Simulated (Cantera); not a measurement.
A perfectly stirred reactor is fed with 32.0 % H2, 43.3 % O2, 24.7 % N2, equivalence ratio 0.37, at 100.0 Torr; it is held at 1150 K, and followed from long to short residence time.

Cantera simulation using the H2/O2 subset of GRI-Mech 3.0, which has no nitrogen chemistry; the numbers are that mechanism's predictions, not measurements. The temperature is held fixed by assumption; the heat of reaction is taken as removed at once.

x: mole fraction; the columns are a selection and need not sum to one.

```
τ (s)       x H2   x O2    x HO2  x H2O       x H
------  --------  -----  -------  -----  --------
2.1     0.000244  0.325  7.89e-6  0.381   6.19e-6
1.1          ___  0.325      ___  0.381       ___
0.57    0.000579  0.325  1.59e-5  0.380   2.29e-5
0.29    0.000899  0.325  2.20e-5  0.380   4.52e-5
0.15     0.00137  0.325  2.91e-5  0.379   8.74e-5
0.078    0.00207  0.325  3.70e-5  0.378  0.000168
0.040    0.00312  0.325  4.57e-5  0.377  0.000327
0.021    0.00460  0.325  5.41e-5  0.374  0.000621
0.011        ___  0.325      ___  0.371       ___
0.0055    0.0100  0.325  6.96e-5  0.366   0.00232
0.0028    0.0146  0.326  7.53e-5  0.358   0.00447
```

Problem. Fill in the missing entries.

Solution. 
- 1.1, x H2: 0.000375
- 1.1, x HO2: 1.13e-5
- 1.1, x H: 1.19e-5
- 0.011, x H2: 0.00672
- 0.011, x HO2: 6.21e-5
- 0.011, x H: 0.00118
